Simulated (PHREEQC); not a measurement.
Reverse-osmosis permeate: speciation

A made-up water analysis in mmol/kgw, 25 °C, pH 5.5, pe 12.8: Na 0.031; K 0.000675; Ca 0.0805; Mg 0.00296; Cl 0.053; S(6) 0.00428; Alkalinity (meq/kgw) 0.142; Zn 0.000552; O(0) (counted as O atoms) 0.00236.

Cl is adjusted to close the charge balance.
Valence states are taken as typed.

The numbers come from PHREEQC with the ion-association model, phreeqc.dat.

```yaml
ionic_strength: 0.000291 mol/kgw
```

```json
[
 {"species": "CO2", "molality": "0.00101", "activity": "0.00101", "log γ": "0.000"},
 {"species": "HCO3-", "molality": "0.000145", "activity": "0.000142", "log γ": "-0.008"},
 {"species": "Ca+2", "molality": "8.03e-5", "activity": "7.43e-5", "log γ": "-0.034"},
 {"species": "Cl-", "molality": "4.91e-5", "activity": "4.82e-5", "log γ": "-0.009"},
 {"species": "Na+", "molality": "3.10e-5", "activity": "3.04e-5", "log γ": "-0.008"},
 {"species": "SO4-2", "molality": "4.22e-6", "activity": "3.91e-6", "log γ": "-0.034"}
]
```

Precipitation was switched off in this run.
